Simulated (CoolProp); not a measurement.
A closed Brayton cycle with nitrogen: compressor inlet 309.15 K and 3.3 MPa, high pressure 7.65 MPa, turbine inlet 910 K, compressor efficiency 0.85, turbine efficiency 0.85, recuperator effectiveness 0.8 (on enthalpy, no pinch check). Each further row changes one setting.

Computed with CoolProp (reference Helmholtz-energy equation of state, Span 2000).

| case | thermal efficiency (%) | net work (kJ/kg) | compressor to turbine work | compressor exit (K) | turbine exit (K) |
|---|---|---|---|---|---|
| as stated | ? | 72.8 | 0.59 | 408.9 | 756.7 |
| turbine inlet 860 K | 26.6 | 63.0 | 0.62 | 408.9 | 713.7 |
| compressor inlet 319.15 K | ? | 69.2 | 0.61 | 422.0 | 756.7 |
| high pressure 6.5 MPa | 27.1 | ? | ? | 387.6 | 784.1 |
| recuperator effectiveness 0.5 | 19.7 | 72.8 | 0.59 | 408.9 | 756.7 |

Question: Complete the blanks.

Answer: 
- as stated, thermal efficiency (%): 28.5
- compressor inlet 319.15 K, thermal efficiency (%): 27.4
- high pressure 6.5 MPa, net work (kJ/kg): 63.7
- high pressure 6.5 MPa, compressor to turbine work: 0.56
